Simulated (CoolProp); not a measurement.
Vapour-liquid equilibrium of cyclohexane (1) + n-octane (2) at 31.2 kPa; x and y are mole fractions of (1).

The numbers come from the multi-fluid Helmholtz-energy mixture model, Zhou 2014 and Beckmüller 2019; pair parameters Bell 2016 in CoolProp.

### Question
Give the bubble temperature and the first vapour's composition at x = 0.05, 0.65, 0.95. Is there an azeotrope?

### Answer
x = 0.05: 357.1 K, y = 0.174; x = 0.65: 328.0 K, y = 0.903; x = 0.95: 320.3 K, y = 0.990. No azeotrope shows between x = 0.05 and 0.95.

Pair parameters are fitted to limited data, so mixtures are less certain than the pure fluids.
